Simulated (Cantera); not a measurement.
What does this Cantera script print?

```python
import numpy as np
import cantera as ct

gas_names = """
    CL CL2 H HCL H2 Si SiCL SiCL2 SiCL3 SiCL4 SiH SiHCL3 SiH2 SiH2CL2 SiH3 SiH3CL SiH4 Si2 Si3
""".split()
cond_names = """
    Si(cr) Si(L)
""".split()


# ... load() reads the species with a 1 bar reference pressure and builds the phases ...
atoms = {
    'Si': {'Si': 1},
    'Cl2': {'CL': 2},
    'H2': {'H': 2},
}
top_T = {}  # K; cautious upper limits of use, not melting points


# ... equilibrate(T, P, feed) seeds the gas with the atoms and calls Mixture.equilibrate('TP', solver="vcs", rtol=1e-11, max_steps=5000) ...
results = []
feed = {'Si': 1, 'Cl2': 2, 'H2': 55}  # mol
P = 170  # Pa
for T in [623, 673, 723, 773, 823, 873, 923, 973, 1023, 1073, 1123, 1173, 1223]:
    mix = equilibrate(T, P, feed)
    results.append((T, P, feed, dict(zip(mix.species_names, mix.species_moles))))

top = {s: max(r[3][s] / sum(r[3][g] for g in gas_names) for r in results) for s in gas_names}
cols = sorted((s for s in top if top[s] > 0.001), key=lambda s: -top[s])[:9]
seen = [c for c in cond_names if any(r[3].get(c, 0) > 1e-12 for r in results)]
print("log10 of partial pressures in bar; condensed amounts in mol")
print(f"{'T/K':>10s}" + "".join(f"{s[:9]:>10s}" for s in cols + seen))
for T, P, feed, n in results:
    ng = sum(n[g] for g in gas_names)
    print(f"{T:10.4g}" + "".join(f"{np.log10(max(n[s] / ng * P / 1e5, 1e-99)):10.3f}" for s in cols)
          + "".join(f"{n.get(c, 0):10.4g}" for c in seen))
```

Output:

```
log10 of partial pressures in bar; condensed amounts in mol
       T/K        H2       HCL     SiCL4     SiCL2    SiHCL3    Si(cr)
       623    -2.778    -5.825    -4.540   -11.658    -5.827         0
       673    -2.778    -5.613    -4.554   -10.201    -5.618         0
       723    -2.778    -5.433    -4.573    -8.950    -5.443         0
       773    -2.779    -5.280    -4.599    -7.868    -5.299         0
       823    -2.780    -5.008    -4.619    -7.194    -5.310   0.03703
       873    -2.781    -4.759    -4.654    -6.634    -5.346   0.09886
       923    -2.783    -4.545    -4.714    -6.150    -5.400    0.1848
       973    -2.786    -4.367    -4.816    -5.741    -5.486    0.2897
      1023    -2.790    -4.225    -4.984    -5.411    -5.621    0.3979
      1073    -2.793    -4.126    -5.251    -5.171    -5.829    0.4849
      1123    -2.796    -4.071    -5.633    -5.022    -6.123    0.5331
      1173    -2.797    -4.048    -6.095    -4.943    -6.476    0.5471
      1223    -2.797    -4.042    -6.578    -4.901    -6.844    0.5433
```

These are equilibrium values from Cantera (NASA tables, ideal gas, pure condensed phases), not measurements of a reactor. The tables' values for SiCl3 are old estimates; treat these amounts as uncertain.
